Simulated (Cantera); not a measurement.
**Silicon epitaxy and polysilicon growth: SiH2Cl2 + HCl + N2**

A closed system holds: 1 mol SiH2Cl2, 0.1 mol HCl, 43 mol N2, equilibrated at 727 °C and 0.370 bar.

Cantera equilibrium calculation (NASA polynomials, part measured and part estimated; ideal gas, pure solids and liquids). Candidate condensed phases: NH4Cl, Si, Si3N4; 28 gas species. N2 is the only nitrogen source here; it is nearly inert below about 1500 K, so the nitride shown seldom forms there in practice. Rates play no part.

The x(N2) is 0.957. The x(HCl) comes out as 0.0319 and the x(H2) comes out as 0.00772. The x(SiCl4) is 0.00385. The x(SiHCl3) is 6.58e-6. The x(SiCl3) comes out as 2.14e-6 and the n(Si3N4(s)) is 0.276 mol. The gas amount is 44.38 mol. The log10 activity of Si(s) (absent) is -6.89.
